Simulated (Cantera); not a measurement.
## Thermodynamics of aluminium nitride and oxide growth, feed Al(CH3)3 + NH3 + N2

Feed: 1 mol Al(CH3)3, a varied amount of NH3, 140 mol N2, at 0.100 bar.

These are equilibrium values from Cantera (NASA tables, ideal gas, pure condensed phases), not measurements of a reactor. Candidate condensed phases: Al, AlN, C, C6H6, C7H8, C8H18; 97 gas species. The feed counts by its element totals alone. The numbers say what is thermodynamically allowed, not how fast it happens.

### Question
Map the stable condensed phases over T = 823, 923, 1023, 1123, 1223, 1323, 1423, 1523, 1623, 1723, 1823, 1923, 2023 K and n(NH3) in mol = 18, 39, 60, 80, 100, 120, 140, 160, 180, 200, 230, 250, 270.

### Answer
```
T in K \ n(NH3) in mol
          18  39  60  80 100 120 140 160 180 200 230 250 270
   2023    A   A   A   A   B   B   B   B   B   B   B   C   C
   1923    A   A   A   A   A   A   A   A   B   B   B   B   B
   1823    A   A   A   A   A   A   A   A   A   A   A   A   A
   1723    A   A   A   A   A   A   A   A   A   A   A   A   A
   1623    A   A   A   A   A   A   A   A   A   A   A   A   A
   1523    A   A   A   A   A   A   A   A   A   A   A   A   A
   1423    A   A   A   A   A   A   A   A   A   A   A   A   A
   1323    A   A   A   A   A   A   A   A   A   A   A   A   A
   1223    A   A   A   A   A   A   A   A   A   A   A   A   A
   1123    A   A   A   A   A   A   A   A   A   A   A   A   A
   1023    A   A   A   A   A   A   A   A   A   A   A   A   A
    923    A   A   A   A   A   A   A   A   B   B   B   B   B
    823    A   A   A   B   B   B   B   B   B   B   B   B   B
```
A: AlN + C; B: AlN; C: gas only.
